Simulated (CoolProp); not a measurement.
A single-stage vapour-compression cycle with n-butane: evaporating at 292.15 K (dew point), condensing at 354.15 K (bubble point), superheat 8 K, subcooling 8 K, compressor efficiency 0.7, no pressure losses. Each further row changes one setting.

Values from CoolProp's reference Helmholtz-energy equation of state, Bücker 2006.

```tsv
case	cooling COP	pressure ratio	discharge temperature (K)	refrigerating effect (kJ/kg)	volumetric capacity (kJ/m³)
as stated	(withheld)	5.14	364.5	242	1210
evaporating temperature 297.15 K	2.89	(withheld)	(withheld)	(withheld)	(withheld)
condensing temperature 349.15 K	2.87	4.61	(withheld)	256	1280
subcooling 13 K	(withheld)	5.14	364.5	256	1280
superheat 18 K	2.61	5.14	(withheld)	260	1250
compressor efficiency 0.6	2.17	5.14	371.5	242	1210
```

Question: Some entries are withheld; supply them.

Answer: 
- as stated, cooling COP: 2.54
- evaporating temperature 297.15 K, pressure ratio: 4.38
- evaporating temperature 297.15 K, discharge temperature (K): 363.8
- evaporating temperature 297.15 K, refrigerating effect (kJ/kg): 250
- evaporating temperature 297.15 K, volumetric capacity (kJ/m³): 1450
- condensing temperature 349.15 K, discharge temperature (K): 359.9
- subcooling 13 K, cooling COP: 2.68
- superheat 18 K, discharge temperature (K): 374.4
